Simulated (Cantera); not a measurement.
What does this Cantera script print?

```python
import numpy as np
import cantera as ct

gas_names = """
    F F2 N NF NF2 NF3 N2 Si SiF SiF2 SiF3 SiF4 SiN Si2 Si2N Si3
""".split()
cond_names = """
    Si(cr) Si(L) Si3N4(a)
""".split()


# ... load() reads the species with a 1 bar reference pressure and builds the phases ...
atoms = {
    'Si': {'Si': 1},
    'F2': {'F': 2},
    'NF3': {'N': 1, 'F': 3},
}
top_T = {'Si3N4(a)': 2400}  # K; cautious upper limits of use, not melting points


# ... equilibrate(T, P, feed) seeds the gas with the atoms and calls Mixture.equilibrate('TP', solver="vcs", rtol=1e-11, max_steps=5000) ...
results = []
T = 523.15  # K
P = 100000  # Pa
for m in [0.93, 1.3, 1.8, 2.2, 2.6, 3, 3.5, 3.9, 4.3, 4.7, 5.1, 5.6, 6]:
    feed = {'Si': 1, 'F2': m, 'NF3': 1.6}  # mol
    mix = equilibrate(T, P, feed)
    results.append((T, P, feed, dict(zip(mix.species_names, mix.species_moles))))
    x = sorted(zip(gas.X, gas.species_names), reverse=True)
    print(f"T = {T:g} K  P = {P:g} Pa  n(F2) = {m:g} mol  gas = {mix.phase_moles(0):.4g} mol")
    print("   x: " + "  ".join(f"{s} {v:.3e}" for v, s in x if v > 0.0001))
    print("   condensed (mol): " + ("  ".join(f"{mix.phase(i).name} {mix.phase_moles(i):.4g}"
          for i in range(1, mix.n_phases) if mix.phase_moles(i) > 1e-12) or "none"))
```

Output:

```
T = 523.15 K  P = 100000 Pa  n(F2) = 0.93 mol  gas = 2.244 mol
   x: SiF4 4.457e-01  NF3 3.951e-01  N2 1.590e-01  F2 1.246e-04
   condensed (mol): none
T = 523.15 K  P = 100000 Pa  n(F2) = 1.3 mol  gas = 2.367 mol
   x: NF3 4.787e-01  SiF4 4.225e-01  N2 9.864e-02  F2 1.660e-04
   condensed (mol): none
T = 523.15 K  P = 100000 Pa  n(F2) = 1.8 mol  gas = 2.534 mol
   x: NF3 5.786e-01  SiF4 3.947e-01  N2 2.641e-02  F2 2.923e-04
   condensed (mol): none
T = 523.15 K  P = 100000 Pa  n(F2) = 2.2 mol  gas = 2.8 mol
   x: NF3 5.714e-01  SiF4 3.571e-01  F2 7.143e-02
   condensed (mol): none
T = 523.15 K  P = 100000 Pa  n(F2) = 2.6 mol  gas = 3.2 mol
   x: NF3 5.000e-01  SiF4 3.125e-01  F2 1.875e-01
   condensed (mol): none
T = 523.15 K  P = 100000 Pa  n(F2) = 3 mol  gas = 3.6 mol
   x: NF3 4.444e-01  SiF4 2.778e-01  F2 2.778e-01
   condensed (mol): none
T = 523.15 K  P = 100000 Pa  n(F2) = 3.5 mol  gas = 4.1 mol
   x: NF3 3.902e-01  F2 3.658e-01  SiF4 2.439e-01
   condensed (mol): none
T = 523.15 K  P = 100000 Pa  n(F2) = 3.9 mol  gas = 4.5 mol
   x: F2 4.222e-01  NF3 3.556e-01  SiF4 2.222e-01
   condensed (mol): none
T = 523.15 K  P = 100000 Pa  n(F2) = 4.3 mol  gas = 4.9 mol
   x: F2 4.694e-01  NF3 3.265e-01  SiF4 2.041e-01
   condensed (mol): none
T = 523.15 K  P = 100000 Pa  n(F2) = 4.7 mol  gas = 5.3 mol
   x: F2 5.094e-01  NF3 3.019e-01  SiF4 1.887e-01
   condensed (mol): none
T = 523.15 K  P = 100000 Pa  n(F2) = 5.1 mol  gas = 5.7 mol
   x: F2 5.439e-01  NF3 2.807e-01  SiF4 1.754e-01
   condensed (mol): none
T = 523.15 K  P = 100000 Pa  n(F2) = 5.6 mol  gas = 6.2 mol
   x: F2 5.806e-01  NF3 2.581e-01  SiF4 1.613e-01
   condensed (mol): none
T = 523.15 K  P = 100000 Pa  n(F2) = 6 mol  gas = 6.6 mol
   x: F2 6.061e-01  NF3 2.424e-01  SiF4 1.515e-01
   condensed (mol): none
```

These are equilibrium values from Cantera (NASA tables, ideal gas, pure condensed phases), not measurements of a reactor.
